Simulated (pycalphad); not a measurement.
All values are pycalphad results on the COST 507 light-alloy database (1999) (1 atm), not direct measurements. The data set is of 1999 and partly superseded. Amounts are mole fractions of atoms.

Give the equilibrium state of Al-0.36Si-6.85C (at.%) at 1550 K.


```
T = 1550.00 K, P = 101325 Pa, N = 1 mol of atoms
G = -86204 J/mol, H = 40580 J/mol, S = 81.80 J/(mol K)  (SER reference)
chemical potentials (J/mol): Al -87332, Si -138549, C -68178
phase             fraction      x(Al)      x(Si)       x(C)
LIQUID              0.8406     0.9955     0.0042   0.000231
AL4C3               0.1594     0.5713   0.000174     0.4286
```

Give the equilibrium state of Al-0.36Si-6.85C (at.%) at 700 K.


```
T = 700.00 K, P = 101325 Pa, N = 1 mol of atoms
G = -28004 J/mol, H = 5314 J/mol, S = 47.60 J/(mol K)  (SER reference)
chemical potentials (J/mol): Al -24872, Si -43841, C -69596
phase             fraction      x(Al)      x(Si)       x(C)
FCC_A1              0.8414     1.0000   3.81e-05   8.41e-14
AL4C3               0.1016     0.5714   1.37e-05     0.4286
AL8SIC7             0.0571     0.5000     0.0625     0.4375
```

Database names, with the compositions (at.%) that they take in these runs: AL4C3: Al 57 C 43; AL8SIC7: Al 50 C 44 Si 6. FCC_A1 is fcc.
